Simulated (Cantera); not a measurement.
A perfectly stirred reactor is fed with C3H8 : O2 : N2 : CO2 = 1 : 7.94 : 29.8 : 8.3 (molar parts), at 18.0 bar; it is adiabatic with a 350 K inlet, and is followed from long to short residence time, starting on the burning branch (τ in s: 0.44, 0.16, 0.056, 0.02, 0.0073, 0.0026, 0.00093, 0.00034, 0.00012, 4.3e-05, 1.5e-05).

Model: GRI-Mech 3.0 (53 species, 325 reactions), integrated in Cantera. GRI-Mech 3.0 was tuned for natural gas; its chemistry of propane as a main component is partial and can be far from experiment. The pressure lies above the range GRI-Mech 3.0 was tuned for (to about 10 atm).

**Question.** What does this change do: inlet temperature 350 to 550 K?

**Answer.** 
```csv
quantity,before,after
"blow-out, bracketed by the residence times tried","burning at 7.30 ms, out at 2.60 ms","burning at 0.930 ms, out at 0.340 ms"
x(C3H8) at τ = 0.440 s,8.27e-7,1.97e-7
x(O2) at τ = 0.440 s,0.0613,0.0612
x(CO2) at τ = 0.440 s,0.235,0.235
x(CO) at τ = 0.440 s,0.000101,4.47e-5
x(NO) at τ = 0.440 s,2.50e-7,3.40e-6
x(C3H8) at τ = 2.60 ms,0.0213,1.69e-5
x(O2) at τ = 2.60 ms,0.169,0.0628
x(CO2) at τ = 2.60 ms,0.176,0.232
x(CO) at τ = 2.60 ms,<1e-12,0.00262
x(NO) at τ = 2.60 ms,<1e-12,1.06e-6
```

**Question.** What does this change do: pressure from 18.0 bar to 6.40 bar?

**Answer.** 
| quantity | before | after |
|---|---|---|
| blow-out, bracketed by the residence times tried | burning at 7.30 ms, out at 2.60 ms | burning at 7.30 ms, out at 2.60 ms |
| x(C3H8) at τ = 0.440 s | 8.27e-7 | 9.63e-7 |
| x(O2) at τ = 0.440 s | 0.0613 | 0.0613 |
| x(CO2) at τ = 0.440 s | 0.235 | 0.235 |
| x(CO) at τ = 0.440 s | 0.000101 | 0.000132 |
| x(NO) at τ = 0.440 s | 2.50e-7 | 7.22e-7 |
| x(C3H8) at τ = 2.60 ms | 0.0213 | 0.0213 |
| x(O2) at τ = 2.60 ms | 0.169 | 0.169 |
| x(CO2) at τ = 2.60 ms | 0.176 | 0.176 |
| x(CO) at τ = 2.60 ms | <1e-12 | <1e-12 |
| x(NO) at τ = 2.60 ms | <1e-12 | <1e-12 |
